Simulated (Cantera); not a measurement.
**Thermodynamics of nitride etching, feed BN + HCl + N2**

A closed system holds: 1 mol BN, 68 mol HCl, 19 mol N2, equilibrated at 31000 Pa.

Cantera equilibrium calculation (NASA polynomials, part measured and part estimated; ideal gas, pure solids and liquids). Candidate condensed phases: B, BN, NH4Cl; 21 gas species. The tables' values for BCl2, BCl are old estimates; treat these amounts as uncertain. Gases not in the tables: BHCl2. The numbers say what is thermodynamically allowed, not how fast it happens.

```json
[
 {"T (K)": "1073", "x HCl": "0.766", "x N2": "0.221", "x H2": "0.00791", "x BCl3": "0.00528", "x Cl": "1.96e-7", "n BN(s)": "0.541"},
 {"T (K)": "1173", "x HCl": "0.756", "x N2": "0.223", "x H2": "0.0129", "x BCl3": "0.00857", "x Cl": "1.23e-6", "n BN(s)": "0.255"},
 {"T (K)": "1273", "x HCl": "0.747", "x N2": "0.224", "x H2": "0.0172", "x BCl3": "0.0115", "x Cl": "6.19e-6", "n BN(s)": "0"},
 {"T (K)": "1373", "x HCl": "0.747", "x N2": "0.224", "x H2": "0.0173", "x BCl3": "0.0115", "x Cl": "2.82e-5", "n BN(s)": "0"},
 {"T (K)": "1473", "x HCl": "0.747", "x N2": "0.224", "x H2": "0.0173", "x BCl3": "0.0115", "x Cl": "0.000105", "n BN(s)": "0"},
 {"T (K)": "1573", "x HCl": "0.747", "x N2": "0.224", "x H2": "0.0174", "x BCl3": "0.0115", "x Cl": "0.000329", "n BN(s)": "0"},
 {"T (K)": "1673", "x HCl": "0.746", "x N2": "0.224", "x H2": "0.0177", "x BCl3": "0.0115", "x Cl": "0.000897", "n BN(s)": "0"},
 {"T (K)": "1773", "x HCl": "0.744", "x N2": "0.224", "x H2": "0.0182", "x BCl3": "0.0114", "x Cl": "0.00216", "n BN(s)": "0"},
 {"T (K)": "1873", "x HCl": "0.741", "x N2": "0.224", "x H2": "0.0194", "x BCl3": "0.0112", "x Cl": "0.00467", "n BN(s)": "0"}
]
```
x: gas mole fraction; n: condensed amount in mol.

From 1073 K to 1173 K the condensed part is BN(s). From 1273 K to 1873 K nothing is condensed. The main B-bearing gas is BCl3 throughout.
